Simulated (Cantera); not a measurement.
A jet of CH4 : O2 : N2 = 0.022 : 0.095 : 0.79 (molar parts), equivalence ratio 0.46 at 300 K and 0.460 bar hits a platinum plate 2.3 cm away at a mass flux of 0.065 kg/m²/s; the plate temperature is set and raised in steps from an oxygen-covered start.

Model: Deutschmann's 1995 Pt surface mechanism with GRI-Mech 3.0 gas chemistry, integrated in Cantera. Catalytic surfaces can have several steady states; this one follows from the mechanism file's or the stated starting coverage.

One state of this run: wall x CH4 = 0.00429; wall x O2 = 0.0624; wall x H2O = 0.0369; wall x OH = 3.14e-7; wall x CO = 3.36e-6; wall x CO2 = 0.0243; θ free Pt = 0.327; θ O* = 0.670; θ OH* = 0.00233. x: mole fraction at the wall; θ: surface coverage.

**Question.** Which value of plate T (K) does it belong to?
(A) 1100
(B) 1050
(C) 900
(D) 1200

**Answer.** B, 1050
